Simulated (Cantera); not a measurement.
MgCO₃ + CO₂ + H₂ (calcination and drying)

Feed: 1 mol MgCO₃, 0.36 mol CO₂, 0.17 mol H₂, at 2.40 bar.

Equilibrium computed with Cantera from the NASA thermochemical tables; the gas is ideal and each condensed phase is pure. Candidate condensed phases: C, C₆H₆, C₇H₈, C₈H₁₈, H₂O, Mg, MgCO₃, MgO, Mg(OH)₂; 116 gas species. Equilibrium is a limit: real reactors are often held back by kinetics, nucleation or transport.

At 673 K the condensed part is C(graphite) + MgCO₃(s). From 873 K to 1873 K the condensed part is MgO(s).

| T (K) | x CO₂ | x H₂O | x CO | x H₂ | x CH₄ | x OH | x H | x O₂ | n C(graphite) | n MgCO₃(s) | n MgO(s) |
|---|---|---|---|---|---|---|---|---|---|---|---|
| 673 | 0.644 | 0.302 | 0.00449 | 0.0258 | 0.0243 | <1e-12 | <1e-12 | <1e-12 | 0.0562 | 1.00 | 0 |
| 873 | 0.803 | 0.0862 | 0.0859 | 0.0246 | 0.000163 | <1e-12 | 4.74e-12 | <1e-12 | 0 | 0 | 1.00 |
| 1073 | 0.791 | 0.0980 | 0.0980 | 0.0131 | 7.81e-8 | 2.89e-11 | 1.04e-9 | <1e-12 | 0 | 0 | 1.00 |
| 1273 | 0.786 | 0.103 | 0.103 | 0.00815 | 3.48e-10 | 6.05e-9 | 4.16e-8 | <1e-12 | 0 | 0 | 1.00 |
| 1473 | 0.784 | 0.105 | 0.105 | 0.00573 | 6.66e-12 | 2.96e-7 | 6.18e-7 | 2.42e-10 | 0 | 0 | 1.00 |
| 1673 | 0.782 | 0.107 | 0.107 | 0.00440 | <1e-12 | 5.69e-6 | 4.88e-6 | 5.58e-8 | 0 | 0 | 1.00 |
| 1873 | 0.781 | 0.107 | 0.108 | 0.00360 | <1e-12 | 5.79e-5 | 2.50e-5 | 3.98e-6 | 0 | 0 | 1.000 |
x: gas mole fraction; n: condensed amount in mol.
